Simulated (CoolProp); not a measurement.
Properties of p-xylene at several states.

The numbers come from the reference Helmholtz-energy equation of state, Zhou 2012 in CoolProp.

| T (°C) | p (MPa) | phase | Joule-Thomson coefficient (K/MPa) | isothermal compressibility (1/MPa) | expansivity (1/kK) | viscosity (µPa s) |
|---|---|---|---|---|---|---|
| 65.85 | 8.82 | liquid | -0.4292 | 0.001069 | 1.016 | 421 |
| 223.85 | 13.8 | liquid | [?] | 0.003217 | 1.376 | [?] |
| 134.75 | 0.195 | liquid | -0.2939 | [?] | [?] | 226 |
| 336.95 | 0.201 | gas | 7.854 | 5.091 | 1.763 | 13.0 |
| 270.45 | 0.919 | gas | [?] | 1.354 | [?] | [?] |

Problem. Fill in the missing entries.

Solution. 
- 223.85, Joule-Thomson coefficient (K/MPa): -0.1922
- 223.85, viscosity (µPa s): 151
- 134.75, isothermal compressibility (1/MPa): 0.002131
- 134.75, expansivity (1/kK): 1.307
- 270.45, Joule-Thomson coefficient (K/MPa): 15.49
- 270.45, expansivity (1/kK): 3.491
- 270.45, viscosity (µPa s): 11.7

Viscosity comes from a separate model (Balogun 2015).
